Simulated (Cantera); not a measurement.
SrCl2 + H2O + N2 (halide evaporation, hydrolysis and transport)

Feed: 1 mol SrCl2, 0.46 mol H2O, a varied amount of N2, equilibrated at 1950 °C and 133 Pa.

These are equilibrium values from Cantera (NASA tables, ideal gas, pure condensed phases), not measurements of a reactor. Candidate condensed phases: H2O, NH4Cl, Sr, SrCl2, SrO, Sr(OH)2; 35 gas species. Condensed phases not in the tables: oxide chlorides. The numbers say what is thermodynamically allowed, not how fast it happens.

From 0.68 mol N2 to 2.4 mol N2 the condensed part is SrO(s). From 4.5 mol N2 to 57 mol N2 nothing is condensed. The main Sr-bearing gas is SrCl2 throughout.

```
n(N2) (mol)   x N2  x SrCl2    x H2O    x HCl     x H2      x H     x Cl   x SrCl      x OH      x O2      x O  n SrO(s)
-----------  -----  -------  -------  -------  -------  -------  -------  -------  --------  --------  -------  --------
0.68         0.290    0.382    0.117   0.0402   0.0337   0.0322   0.0279   0.0236    0.0162    0.0157   0.0107    0.0318
1.3          0.434    0.297   0.0887   0.0308   0.0275   0.0291   0.0236   0.0217    0.0135    0.0135  0.00993    0.0229
2.4          0.579    0.212   0.0608   0.0215   0.0209   0.0253   0.0190   0.0193    0.0107    0.0110  0.00898   0.00739
4.5          0.713    0.136   0.0361   0.0148   0.0146   0.0212   0.0156   0.0151   0.00758   0.00796  0.00764         0
8.5          0.818   0.0797   0.0188  0.00975  0.00942   0.0170   0.0128   0.0107   0.00490   0.00514  0.00614         0
16           0.888   0.0437  0.00869  0.00607  0.00564   0.0132   0.0103  0.00733   0.00293   0.00309  0.00476         0
30           0.932   0.0228  0.00360  0.00358  0.00313  0.00981  0.00815  0.00483   0.00163   0.00172  0.00355         0
57           0.960   0.0112  0.00129  0.00196  0.00157  0.00695  0.00631  0.00306  0.000824  0.000874  0.00253         0
```
x: gas mole fraction; n: condensed amount in mol.
